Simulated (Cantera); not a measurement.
# Thermodynamics of nitride etching, feed BN + NF3 + H2

Charge: 1 mol BN, 1 mol NF3, 9.6 mol H2, at 0.100 bar.

Cantera equilibrium calculation (NASA polynomials, part measured and part estimated; ideal gas, pure solids and liquids). Candidate condensed phases: B, BN; 31 gas species. The tables' values for BF2 are old estimates; treat these amounts as uncertain. Equilibrium is a limit: real reactors are often held back by kinetics, nucleation or transport.

From 1025 °C to 1525 °C the condensed part is BN(s). At 1625 °C nothing is condensed. The main B-bearing gas is BF3 throughout. The share of B in condensed phases is highest at 1325 °C (9.2 %) and lowest at 1625 °C (0.0 %).

| T (°C) | x H2 | x N2 | x BF3 | x HF | x BF2 | x BHF2 | n BN(s) |
|---|---|---|---|---|---|---|---|
| 1025 | 0.817 | 0.0830 | 0.0792 | 0.0200 | 2.08e-5 | 0.000537 | 0.0754 |
| 1125 | 0.816 | 0.0826 | 0.0778 | 0.0229 | 0.000106 | 0.00104 | 0.0843 |
| 1225 | 0.814 | 0.0823 | 0.0761 | 0.0257 | 0.000433 | 0.00182 | 0.0907 |
| 1325 | 0.811 | 0.0822 | 0.0737 | 0.0283 | 0.00146 | 0.00294 | 0.0920 |
| 1425 | 0.808 | 0.0824 | 0.0699 | 0.0305 | 0.00419 | 0.00441 | 0.0822 |
| 1525 | 0.802 | 0.0835 | 0.0634 | 0.0321 | 0.0103 | 0.00608 | 0.0471 |
| 1625 | 0.791 | 0.0848 | 0.0534 | 0.0372 | 0.0189 | 0.00668 | 0 |
x: gas mole fraction; n: condensed amount in mol.
